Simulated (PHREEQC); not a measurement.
1.1 g of hydrous ferric oxide (600 m²/g; 0.2 weak and 0.005 strong sites per Fe, Dzombak-Morel constants, diffuse double layer) in 1 kg of water with 0.3 mol/kgw of an inert sodium salt and 0.0007 mol PbCl2, at 25 °C; the pH is set by adding NaOH or the inert anion's acid. Oxygen alone is held at its pressure in air (log pO2 = -0.68). No CO2 enters from the air. Nothing may precipitate in this run.

The series has 13 steps of pH, from 3 to 11.

The numbers come from PHREEQC with the ion-association model, wateq4f.dat.

Problem. Near which pH is half of the Pb sorbed, and on which side is more sorbed?

Solution. Near pH 5.2, with more sorbed at higher pH.

Problem. At which pH does the surface charge pass through zero?

Solution. Near pH 8.8.

Complexes and solids missing from the database can't appear. The oxide is taken as insoluble; below pH 4 it would dissolve.
